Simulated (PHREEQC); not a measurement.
Dissolve 0.018 mol/kgw KHCO3, 0.55 mol/kgw Na2SO4 and 0.0069 mol/kgw LiCl at 25 °C. Closed to the air; pH follows from the charge balance.

Computed with PHREEQC (ion-association model, phreeqc.dat).

This is a speciation only: nothing precipitates in the calculation.

Q: Predict the pH, activity of water, ionic strength.

A: pH 7.63; activity of water 0.975; ionic strength 1.21 mol/kgw.

Q: In which forms is Li present?

A: Li+ 83 %, LiSO4- 17 % of the Li.

Caution: at this ionic strength the ion-association model is outside its range; a Pitzer model would be the better tool where its parameters exist.
